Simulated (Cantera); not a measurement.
Feed: 1 mol MgO, 1 mol CO, 0.46 mol H2, equilibrated at 1477 °C and 1200 Pa.

Cantera equilibrium calculation (NASA polynomials, part measured and part estimated; ideal gas, pure solids and liquids). Candidate condensed phases: C, C6H6, C7H8, C8H18, H2O, Mg, MgCO3, MgO, Mg(OH)2; 116 gas species. Rates play no part.

Base state: CO 0.681, H2 0.311, Mg 0.00323, H2O 0.00202, CO2 0.00122, H 0.00118 (mole fractions); condensed: MgO(s).

### Question
What changes in the equilibrium state with this change: pressure from 1200 Pa to 32.0 Pa?

### Answer
```
species       before    after
-----------  -------  -------
CO             0.681    0.662
H2             0.311    0.292
Mg           0.00323   0.0193
H2O          0.00202   0.0119
OH           4.50e-7  1.67e-5
CO2          0.00122  0.00743
H            0.00118  0.00703
MgO(s), mol    0.995    0.971
```

### Question
What changes in the equilibrium state with this change: pressure from 1200 Pa to 101000 Pa?

### Answer
```
species       before     after
-----------  -------  --------
CO             0.681     0.685
H2             0.311     0.315
Mg           0.00323  0.000333
CH4            <1e-9   3.14e-5
H            0.00118  0.000130
CO2          0.00122  0.000141
H2O          0.00202  0.000234
MgO(s), mol    0.995     1.000
```

### Question
What changes in the equilibrium state with this change: temperature from 1477 °C to 2400 °C?

### Answer
```
species       before     after
-----------  -------  --------
Mg           0.00323     0.323
CO             0.681     0.266
H            0.00118    0.0851
H2             0.311    0.0330
O            1.35e-9    0.0627
O2             <1e-9    0.0456
MgO          6.18e-9    0.0121
OH           4.50e-7    0.0381
CO2          0.00122    0.0718
H2O          0.00202    0.0593
Mg(OH)2      7.97e-9   4.70e-5
MgOH         1.38e-6   0.00302
MgH          2.57e-6  0.000136
MgO(s), mol    0.995         0
```
The tables' values for MgH are old estimates; treat these amounts as uncertain.
